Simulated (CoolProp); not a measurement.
Saturation properties of dimethyl carbonate.

Computed with CoolProp (reference Helmholtz-energy equation of state, Zhou 2011).

```json
[
 {"T (°C)": "48.05", "p (MPa)": "0.02141", "enthalpy of vaporisation (kJ/kg)": "404.0", "liquid cp (kJ/(kg K))": "1.868"},
 {"T (°C)": "73.55", "p (MPa)": "0.05800", "enthalpy of vaporisation (kJ/kg)": "387.0", "liquid cp (kJ/(kg K))": "[?]"},
 {"T (°C)": "99.15", "p (MPa)": "0.1341", "enthalpy of vaporisation (kJ/kg)": "369.3", "liquid cp (kJ/(kg K))": "1.981"},
 {"T (°C)": "124.65", "p (MPa)": "0.2724", "enthalpy of vaporisation (kJ/kg)": "350.4", "liquid cp (kJ/(kg K))": "2.053"},
 {"T (°C)": "150.25", "p (MPa)": "0.5030", "enthalpy of vaporisation (kJ/kg)": "329.7", "liquid cp (kJ/(kg K))": "2.134"},
 {"T (°C)": "175.75", "p (MPa)": "[?]", "enthalpy of vaporisation (kJ/kg)": "[?]", "liquid cp (kJ/(kg K))": "2.229"},
 {"T (°C)": "201.35", "p (MPa)": "1.379", "enthalpy of vaporisation (kJ/kg)": "279.1", "liquid cp (kJ/(kg K))": "2.357"},
 {"T (°C)": "226.85", "p (MPa)": "2.109", "enthalpy of vaporisation (kJ/kg)": "245.4", "liquid cp (kJ/(kg K))": "2.566"},
 {"T (°C)": "252.45", "p (MPa)": "3.119", "enthalpy of vaporisation (kJ/kg)": "198.2", "liquid cp (kJ/(kg K))": "3.056"}
]
```

Task: Fill in the missing entries.

Result: 
- 73.55, liquid cp (kJ/(kg K)): 1.919
- 175.75, p (MPa): 0.8577
- 175.75, enthalpy of vaporisation (kJ/kg): 306.4

It boils at 90.1 °C under 1 atm.
